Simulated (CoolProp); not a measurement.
Properties of oxygen along the isobar 656 kPa.

The numbers come from the reference Helmholtz-energy equation of state, Schmidt 1985 in CoolProp.

```csv
T (K),phase,cv (kJ/(kg K)),Joule-Thomson coefficient (K/MPa),isothermal compressibility (1/MPa),expansivity (1/kK),conductivity (mW/(m K))
147.5,gas,0.6680,9.496,1.611,7.926,14.1
158.2,gas,0.6638,[?],1.593,7.173,15.0
168.8,gas,0.6607,7.416,1.579,6.577,[?]
179.5,gas,0.6585,6.645,[?],6.080,16.9
190.2,gas,0.6570,5.998,1.561,5.662,17.8
200.9,gas,0.6559,5.447,1.555,5.304,18.7
211.6,gas,0.6553,4.973,1.550,4.993,19.6
222.3,gas,0.6550,4.559,1.546,4.719,20.5
233,gas,0.6549,4.194,1.542,4.476,21.4
243.7,gas,0.6551,3.870,1.540,4.258,22.3
254.4,gas,0.6556,3.581,1.537,4.062,23.1
265,gas,0.6563,3.323,1.535,3.885,24.0
```

Problem. Fill in the missing entries.

Solution. 
- 158.2, Joule-Thomson coefficient (K/MPa): 8.342
- 168.8, conductivity (mW/(m K)): 16.0
- 179.5, isothermal compressibility (1/MPa): 1.569

Thermal conductivity comes from a separate model (Lemmon 2004).
